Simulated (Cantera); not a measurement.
**Premixed flame**

A freely propagating, adiabatic, planar premixed flame of 12.8 % CH₄, 18.3 % O₂, 68.8 % N₂, unburnt at 475 K and 0.170 bar; mixture-averaged transport, grid criteria slope 0.08 and curve 0.16, no radiation.

Model: GRI-Mech 3.0 (53 species, 325 reactions), integrated in Cantera. Burning velocities carry a grid error of a few per cent, more on coarse grids.

```csv
z (mm),T (K),u (m/s),x CH₄,x O₂,x CH₂CO,x NO,x CH₃,x HCO
-6.84,475,0.734,0.128,0.183,<1e-8,<1e-8,1.55e-8,<1e-8
-4.56,478,0.741,0.127,0.182,1.08e-8,<1e-8,2.29e-7,<1e-8
-3.42,490,0.765,0.125,0.180,1.25e-7,3.77e-8,1.45e-6,<1e-8
-2.28,584,0.925,0.117,0.172,3.02e-6,4.48e-7,2.00e-5,<1e-8
-1.14,1041,1.69,0.0795,0.132,7.01e-5,3.87e-6,0.000839,9.99e-7
-0.570,1429,2.36,0.0438,0.0879,0.000198,8.32e-6,0.00381,1.74e-5
0,1768,2.96,0.0129,0.0414,0.000189,1.60e-5,0.00463,4.88e-5
0.570,1936,3.25,0.00191,0.0145,4.63e-5,2.82e-5,0.00161,2.74e-5
1.14,1987,3.33,0.000215,0.00470,6.49e-6,4.17e-5,0.000289,5.96e-6
2.28,2005,3.35,3.42e-6,0.000892,2.66e-7,6.00e-5,6.62e-6,2.01e-7
4.56,2012,3.36,1.10e-8,0.000493,<1e-8,7.41e-5,2.68e-8,3.62e-8
9.12,2020,3.37,<1e-8,0.000423,<1e-8,8.03e-5,<1e-8,3.29e-8
18.2,2032,3.39,<1e-8,0.000334,<1e-8,8.23e-5,<1e-8,2.92e-8
```
x: mole fraction of selected species; z is measured from the peak of heat release.

The laminar burning velocity comes out as 73.2 cm/s and the thermal thickness comes out as 2.28 mm. The peak x(CH₂CO) comes out as 0.000233, the peak x(CH₃) comes out as 0.00511 and the peak x(HCO) is 4.91e-5. The grid points is 160.
